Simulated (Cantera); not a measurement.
Charge: 1 mol C₂F₆, 0.051 mol F₂, 0.47 mol H₂, equilibrated at 2777 °C and 2.10 Pa.

These are equilibrium values from Cantera (NASA tables, ideal gas, pure condensed phases), not measurements of a reactor. Candidate condensed phases: C, C₆H₆, C₇H₈, C₈H₁₈; 95 gas species. The feed counts by its element totals alone. The numbers say what is thermodynamically allowed, not how fast it happens.

Base state: F 0.681, C 0.198, H 0.100, C₂ 0.00681, HF 0.00627, CF 0.00449, C₃ 0.00342 (mole fractions); condensed: gas only.

### Question
What changes in the equilibrium state with this change: temperature from 2777 °C to 875 °C?

### Answer
```
species            before    after
----------------  -------  -------
CF₄                 <1e-9    0.579
HF                0.00627    0.421
F                   0.681  2.32e-6
C                   0.198    <1e-9
H                   0.100    <1e-9
C₂                0.00681    <1e-9
CF                0.00449    <1e-9
C₃                0.00342    <1e-9
C(graphite), mol        0    0.709
```
Gases not in the tables: C₂F₆ and larger saturated fluorocarbons.
